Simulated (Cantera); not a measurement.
A freely propagating, adiabatic, planar premixed flame of CH4 : CO : O2 : N2 = 1 : 0.81 : 1.6 : 6.03 (molar parts), equivalence ratio 1.5, unburnt at 325 K and 4.93 atm; multicomponent transport, grid criteria slope 0.08 and curve 0.16, no radiation.

Model: GRI-Mech 3.0 (53 species, 325 reactions), integrated in Cantera. Burning velocities carry a grid error of a few per cent, more on coarse grids.

x: mole fraction of selected species; z is measured from the peak of heat release.

```json
[
 {"z (mm)": "-1.00", "T (K)": "325", "u (m/s)": "0.0933", "x CH4": "0.106", "x CO": "0.0857", "x O2": "0.169", "x HCN": "<1e-8", "x NO": "<1e-8", "x H2": "0.00165"},
 {"z (mm)": "-0.670", "T (K)": "331", "u (m/s)": "0.0952", "x CH4": "0.105", "x CO": "0.0854", "x O2": "0.168", "x HCN": "<1e-8", "x NO": "<1e-8", "x H2": "0.00535"},
 {"z (mm)": "-0.502", "T (K)": "[?]", "u (m/s)": "0.103", "x CH4": "0.103", "x CO": "0.0852", "x O2": "0.166", "x HCN": "2.73e-8", "x NO": "<1e-8", "x H2": "0.0103"},
 {"z (mm)": "-0.335", "T (K)": "[?]", "u (m/s)": "0.147", "x CH4": "0.0950", "x CO": "0.0861", "x O2": "0.155", "x HCN": "2.64e-7", "x NO": "1.75e-8", "x H2": "0.0189"},
 {"z (mm)": "-0.167", "T (K)": "[?]", "u (m/s)": "0.303", "x CH4": "0.0637", "x CO": "0.0945", "x O2": "0.110", "x HCN": "1.87e-6", "x NO": "6.27e-7", "x H2": "0.0300"},
 {"z (mm)": "-0.0837", "T (K)": "[?]", "u (m/s)": "0.425", "x CH4": "0.0364", "x CO": "0.104", "x O2": "0.0673", "x HCN": "3.79e-6", "x NO": "1.91e-6", "x H2": "0.0354"},
 {"z (mm)": "0", "T (K)": "[?]", "u (m/s)": "0.535", "x CH4": "0.0121", "x CO": "0.113", "x O2": "0.0249", "x HCN": "6.99e-6", "x NO": "3.44e-6", "x H2": "0.0398"},
 {"z (mm)": "0.0837", "T (K)": "1946", "u (m/s)": "0.582", "x CH4": "0.00389", "x CO": "0.113", "x O2": "0.00626", "x HCN": "1.11e-5", "x NO": "5.36e-6", "x H2": "0.0424"},
 {"z (mm)": "0.167", "T (K)": "1991", "u (m/s)": "0.594", "x CH4": "0.00219", "x CO": "0.111", "x O2": "0.00179", "x HCN": "1.29e-5", "x NO": "6.63e-6", "x H2": "0.0443"},
 {"z (mm)": "0.335", "T (K)": "2009", "u (m/s)": "0.599", "x CH4": "0.00142", "x CO": "0.109", "x O2": "0.000277", "x HCN": "1.34e-5", "x NO": "7.64e-6", "x H2": "0.0468"},
 {"z (mm)": "0.670", "T (K)": "2012", "u (m/s)": "0.600", "x CH4": "0.000954", "x CO": "0.109", "x O2": "2.19e-5", "x HCN": "1.29e-5", "x NO": "8.58e-6", "x H2": "0.0490"},
 {"z (mm)": "1.34", "T (K)": "2010", "u (m/s)": "0.600", "x CH4": "0.000544", "x CO": "0.110", "x O2": "3.98e-7", "x HCN": "1.15e-5", "x NO": "1.04e-5", "x H2": "0.0507"},
 {"z (mm)": "2.68", "T (K)": "2007", "u (m/s)": "0.600", "x CH4": "0.000221", "x CO": "0.111", "x O2": "1.46e-7", "x HCN": "8.58e-6", "x NO": "1.40e-5", "x H2": "0.0519"}
]
```

Task: Complete the blanks.

Result: 
- -0.502, T (K): 358
- -0.335, T (K): 503
- -0.167, T (K): 1019
- -0.0837, T (K): 1421
- 0, T (K): 1785
